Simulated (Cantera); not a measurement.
Charge: 1 mol PbO, 11 mol N2, at 1000 Pa.

Method: chemical equilibrium by Gibbs-energy minimisation in Cantera with the NASA 1993 tables (ideal gas, pure condensed phases). Candidate condensed phases: Pb, PbO, PbO2, Pb3O4; 12 gas species. Rates play no part. All values below are at 950 K.

Base state: N2 1.000 (mole fractions); condensed: PbO(yellow).

Problem. What changes in the equilibrium state with this change: PbO replaced by Pb?

Solution. 
```
species            before     after
----------------  -------  --------
N2                  1.000     0.999
Pb                1.05e-6  0.000503
PbO(yellow), mol    1.000         0
Pb(l), mol              0     0.994
```
